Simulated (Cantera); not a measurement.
Feed: 1 mol Si, 2 mol Cl₂, 0.5 mol H₂, equilibrated at 800 K and 25.0 bar.

Method: chemical equilibrium by Gibbs-energy minimisation in Cantera with the NASA 1993 tables (ideal gas, pure condensed phases). Candidate condensed phases: Si; 19 gas species. Equilibrium is a limit: real reactors are often held back by kinetics, nucleation or transport.

Base state: SiCl₄ 0.653, H₂ 0.320, HCl 0.0138, SiHCl₃ 0.0137, SiH₂Cl₂ 2.33e-5 (mole fractions); condensed: gas only.

### Question
What changes in the equilibrium state with this change: Cl₂ from 2 to 0.94 mol?

### Answer
```
species      before     after
----------  -------  --------
H₂            0.320     0.421
SiCl₄         0.653     0.338
SiHCl₃       0.0137     0.228
SiH₂Cl₂     2.33e-5    0.0124
HCl          0.0138  0.000565
SiH₃Cl      9.09e-9  0.000156
SiCl₃       3.36e-6   4.86e-5
Si(s), mol        0     0.472
```
The tables' values for SiCl₃ are old estimates; treat these amounts as uncertain.
